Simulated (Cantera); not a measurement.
# Equilibrium for carbothermic reduction: Fe₂O₃ + C + N₂

Feed: 1 mol Fe₂O₃, 0.78 mol C, 2.9 mol N₂, at 0.450 bar.

Cantera equilibrium calculation (NASA polynomials, part measured and part estimated; ideal gas, pure solids and liquids). Candidate condensed phases: C, Fe, Fe(CO)₅, FeO, Fe₂O₃, Fe₃O₄; 27 gas species. The tables' stoichiometric FeO is somewhat more stable than real wüstite, so its field is too wide. FeO: taken at fixed stoichiometry. Rates play no part.

```tsv
T (K)	x N₂	x CO	x CO₂	x Fe	x NO	x FeO	x O	x O₂	n FeO(s)	n FeO(l)
1025	0.788	0.152	0.0598	<1e-12	<1e-12	<1e-12	<1e-12	<1e-12	2.00	0
1125	0.788	0.152	0.0598	4.13e-12	<1e-12	<1e-12	<1e-12	<1e-12	2.00	0
1225	0.788	0.152	0.0598	1.26e-10	9.36e-12	<1e-12	<1e-12	<1e-12	2.00	0
1325	0.788	0.152	0.0598	2.27e-9	1.48e-10	2.82e-12	<1e-12	<1e-12	2.00	0
1425	0.788	0.152	0.0598	2.68e-8	1.59e-9	6.81e-11	1.81e-12	<1e-12	2.00	0
1525	0.788	0.152	0.0598	2.28e-7	1.25e-8	1.07e-9	3.50e-11	1.72e-11	2.00	0
1625	0.788	0.152	0.0598	1.47e-6	7.58e-8	1.18e-8	4.68e-10	2.60e-10	2.00	0
1725	0.788	0.152	0.0598	7.05e-6	3.72e-7	9.01e-8	4.63e-9	2.87e-9	0	2.00
1825	0.788	0.152	0.0598	2.75e-5	1.53e-6	5.32e-7	3.57e-8	2.42e-8	0	2.00
```
x: gas mole fraction; n: condensed amount in mol.

From 1025 K to 1625 K the condensed part is FeO(s). From 1725 K to 1825 K the condensed part is FeO(l).
